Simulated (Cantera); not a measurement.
Input: 1 mol Cu2O, 0.34 mol CH4, 1.8 mol N2, held at 2098.15 K and 1.60 bar.

Method: chemical equilibrium by Gibbs-energy minimisation in Cantera with the NASA 1993 tables (ideal gas, pure condensed phases). Candidate condensed phases: C, C6H6, C7H8, C8H18, Cu, CuO, Cu(OH)2, Cu2O, H2O; 139 gas species. Kinetics and transport are ignored.

Base state: N2 0.634, H2O 0.184, CO 0.0715, H2 0.0552, CO2 0.0483, Cu 0.00641, H 0.000572, OH 0.000226 (mole fractions); condensed: Cu(l).

What changes in the equilibrium state with this change: Cu2O replaced by Fe2O3?


```csv
species,before,after
N2,0.634,0.638
H2O,0.184,0.185
CO,0.0715,0.0719
Cu,0.00641,0
CO2,0.0483,0.0486
H2,0.0552,0.0555
Fe(OH)2,0,0.000111
Fe,0,9.26e-5
Cu2,3.64e-5,0
NO,2.99e-5,3.00e-5
OH,0.000226,0.000227
H,0.000572,0.000573
"Cu(l), mol",1.98,0
"FeO(l), mol",0,2.00
```
The tables' stoichiometric FeO is somewhat more stable than real wüstite, so its field is too wide. FeO: taken at fixed stoichiometry. Further candidate phases: Fe, Fe(CO)5, FeO, Fe(OH)2, Fe(OH)3, Fe2O3, Fe3O4.
